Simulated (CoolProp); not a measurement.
Ethylene along the isotherm 291.8 K: density (kg/m³) from the reference equation and from simpler models built on Tc = 282.4 K, pc = 5.042 MPa, ω = 0.087; each cubic takes its own stable root.

Values from CoolProp's reference Helmholtz-energy equation of state, Smukala 2000.

| p (MPa) | phase | reference | ideal gas | Soave-Redlich-Kwong |
|---|---|---|---|---|
| 0.18 | gas | 2.104 | 2.081 | 2.105 |
| 0.36 | gas | 4.257 | 4.163 | 4.258 |
| 0.54 | gas | 6.459 | 6.244 | 6.462 |
| 0.72 | gas | 8.716 | 8.325 | 8.720 |
| 0.9 | gas | 11.03 | 10.41 | 11.04 |
| 1.08 | gas | 13.40 | 12.49 | 13.41 |
| 1.26 | gas | 15.84 | 14.57 | 15.85 |
| 1.44 | gas | 18.35 | 16.65 | 18.36 |
| 1.62 | gas | 20.93 | 18.73 | 20.95 |
| 1.8 | gas | 23.59 | 20.81 | 23.61 |
| 1.98 | gas | 26.34 | 22.89 | 26.36 |
| 2.16 | gas | 29.18 | 24.98 | 29.20 |
| 2.34 | gas | 32.13 | 27.06 | 32.14 |
| 2.52 | gas | 35.18 | 29.14 | 35.19 |
